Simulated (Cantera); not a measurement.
A perfectly stirred reactor is fed with 4.95 % CH4, 0.990 % C2H6, 24.8 % O2, 69.3 % N2, equivalence ratio 0.54, at 39000 Pa; it is adiabatic with a 675 K inlet, and is followed from long to short residence time, starting on the burning branch (τ in s: 0.46, 0.12, 0.03, 0.0078, 0.002, 0.00052, 0.00013, 3.4e-05, 8.9e-06).

Cantera simulation using GRI-Mech 3.0 (53 species, 325 reactions); the numbers are that mechanism's predictions, not measurements.

**Question.** Predict: blow-out, bracketed by the residence times tried; x(CH4) at τ = 0.460 s; x(C2H6) at τ = 0.460 s; x(O2) at τ = 0.460 s; x(NO2) at τ = 0.460 s; x(CH4) at τ = 2.00 ms; x(C2H6) at τ = 2.00 ms; x(O2) at τ = 2.00 ms; x(NO2) at τ = 2.00 ms; x(C2H) at τ = 2.00 ms.

**Answer.** 
* **blow-out, bracketed by the residence times tried**: burning at 0.130 ms, out at 34.0 µs
* **x(CH4) at τ = 0.460 s**: 1.10e-6
* **x(C2H6) at τ = 0.460 s**: 3.59e-8
* **x(O2) at τ = 0.460 s**: 0.112
* **x(NO2) at τ = 0.460 s**: 8.15e-7
* **x(CH4) at τ = 2.00 ms**: 6.61e-5
* **x(C2H6) at τ = 2.00 ms**: 3.30e-6
* **x(O2) at τ = 2.00 ms**: 0.113
* **x(NO2) at τ = 2.00 ms**: 6.36e-9
* **x(C2H) at τ = 2.00 ms**: 3.12e-9
